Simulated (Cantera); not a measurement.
A closed system holds: 1 mol Si, 0.0013 mol H₂O, 5.4 mol H₂, 0.028 mol CO₂, held at 2075 K and 1.00 bar.

Cantera equilibrium calculation (NASA polynomials, part measured and part estimated; ideal gas, pure solids and liquids). Candidate condensed phases: C, C₆H₆, C₇H₈, C₈H₁₈, H₂O, Si, SiC, SiO₂; 123 gas species. Mutual solubility and eutectic melting of coexisting phases are not modelled. Gases not in the tables: Si₂H₆ and higher silanes. Kinetics and transport are ignored.

Base state: H₂ 0.987, SiO 0.00715, CO 0.00333, H 0.00265, SiH₂ 0.000158, Si 0.000102, SiH 5.79e-5, CH₄ 2.44e-5 (mole fractions); condensed: Si(l) + SiC(s).

Question: What changes in the equilibrium state with this change: CO₂ from 0.028 to 0.29 mol?

Answer: 
| species | before | after |
|---|---|---|
| H₂ | 0.987 | 0.900 |
| SiO | 0.00715 | 0.0662 |
| CO | 0.00333 | 0.0308 |
| H₂O | 4.03e-6 | 3.41e-5 |
| CH₄ | 2.44e-5 | 2.03e-5 |
| SiH₂ | 0.000158 | 0.000144 |
| SiH | 5.79e-5 | 5.53e-5 |
| H | 0.00265 | 0.00253 |
| Si(l), mol | 0.950 | 0.497 |
| SiC(s), mol | 0.00956 | 0.105 |
